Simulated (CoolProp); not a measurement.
R1234ze(E) along the isotherm -66.05 °C: Z from the reference equation and from simpler models built on Tc = 109.4 °C, pc = 36.35 bar, ω = 0.313; each cubic takes its own stable root.

Model: reference Helmholtz-energy equation of state, Thol 2016, in CoolProp.

| p (bar) | phase | reference | van der Waals | Soave-Redlich-Kwong | Peng-Robinson |
|---|---|---|---|---|---|
| 4.54 | liquid | 0.02123 | 0.03599 | 0.02357 | 0.02093 |
| 9.09 | liquid | 0.04248 | 0.07189 | 0.04715 | 0.04189 |
| 13.6 | liquid | 0.06352 | 0.1073 | 0.07050 | 0.06263 |
| 18.2 | liquid | 0.08495 | 0.1433 | 0.09428 | 0.08377 |
| 22.7 | liquid | 0.1059 | 0.1784 | 0.1175 | 0.1044 |
| 27.3 | liquid | 0.1273 | 0.2141 | 0.1412 | 0.1255 |
| 31.8 | liquid | 0.1482 | 0.2489 | 0.1644 | 0.1461 |
| 36.3 | liquid | 0.1691 | 0.2835 | 0.1875 | 0.1667 |
| 40.9 | liquid | 0.1904 | 0.3189 | 0.2112 | 0.1877 |
| 45.4 | liquid | 0.2113 | 0.3533 | 0.2342 | 0.2083 |
| 50 | liquid | 0.2326 | 0.3884 | 0.2578 | 0.2293 |
| 54.5 | liquid | 0.2534 | 0.4226 | 0.2808 | 0.2498 |
